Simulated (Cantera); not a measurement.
Input: 1 mol CaO, 7.1 mol Cl₂, equilibrated at 41.0 mbar.

These are equilibrium values from Cantera (NASA tables, ideal gas, pure condensed phases), not measurements of a reactor. Candidate condensed phases: Ca, CaCl₂, CaO; 11 gas species. Condensed phases not in the tables: oxide chlorides. The numbers say what is thermodynamically allowed, not how fast it happens.

Question: At 1348 K, list the 4 most abundant gas species with their mole fractions, and the condensed phases.

Answer: Cl₂ 0.839, Cl 0.0848, O₂ 0.0722, CaCl₂ 0.00344. Condensed: CaCl₂(l).
